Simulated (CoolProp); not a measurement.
Ethylene at 293.15 K and 0.626 MPa is throttled through a valve to 0.208 MPa with no heat exchange. Each further row changes one setting.

The numbers come from the reference Helmholtz-energy equation of state, Smukala 2000 in CoolProp.

```
case                        temperature change (K)  final density (kg/m³)
--------------------------  ----------------------  ---------------------
as stated                                     -4.6                   2.46
outlet pressure 0.0624 MPa                    -6.2                  0.737
outlet pressure 0.27 MPa                      -3.9                   3.20
```
